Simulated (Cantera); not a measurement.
What does this Cantera script print?

```python
import numpy as np
import cantera as ct

gas_names = """
    Br2 AL ALBr3
""".split()
cond_names = """

""".split()


def load(file, names, dense=False):
    # The tables refer to 1 bar. Condensed volumes are neglected.
    table = {s.name: s for s in ct.Species.list_from_file(file)}
    out = []
    for n in names:
        d = dict(table[n].input_data)
        d["thermo"] = dict(d["thermo"], **{"reference-pressure": 1e5})
        if dense:
            d["equation-of-state"] = {"model": "constant-volume", "density": "1e6 g/cm^3"}
        out.append(ct.Species.from_dict(d))
    return out


species = {s.name: s for s in load("nasa_gas.yaml", gas_names) + load("nasa_condensed.yaml", cond_names)}
# Each term lists the table entries of one substance; the one whose range holds T is used.
reactions = {
    '3 Br2(g) + 2 Al(g) = 2 AlBr3(g)':
        [(-3, ['Br2']), (-2, ['AL']), (2, ['ALBr3'])],
}


def pick(names, T):
    return next(species[n] for n in names if species[n].thermo.min_temp <= T <= species[n].thermo.max_temp)


results = []
for label, terms in reactions.items():
    print(label)
    print("     T/K   dH/kJ  dS/(J/K)   dG/kJ   log10 K")
    for T in [300, 1098, 1198, 1298, 1398, 1498]:
        used = [(nu, pick(names, T)) for nu, names in terms]
        dH = sum(nu * s.thermo.h(T) for nu, s in used) / 1e6
        dS = sum(nu * s.thermo.s(T) for nu, s in used) / 1e3
        dG = dH - T * dS / 1e3
        logK = -dG * 1e6 / (ct.gas_constant * T * np.log(10))
        results.append((label, T, dH, dS, dG, logK, [s.name for _, s in used]))
        print(f"{T:8g} {dH:8.1f} {dS:8.1f} {dG:8.1f} {logK:8.2f}")
```

It prints:

```
3 Br2(g) + 2 Al(g) = 2 AlBr3(g)
     T/K   dH/kJ  dS/(J/K)   dG/kJ   log10 K
     300  -1573.0   -366.6  -1463.0   254.73
    1098  -1566.9   -357.9  -1173.9    55.85
    1198  -1565.9   -357.1  -1138.2    49.63
    1298  -1564.9   -356.2  -1102.5    44.37
    1398  -1563.9   -355.5  -1066.9    39.86
    1498  -1563.0   -354.8  -1031.4    35.96
```

Standard-state values (1 bar) from the NASA 1993 polynomials, evaluated with Cantera. Condensed species are held in their standard states even where they would react or evaporate.
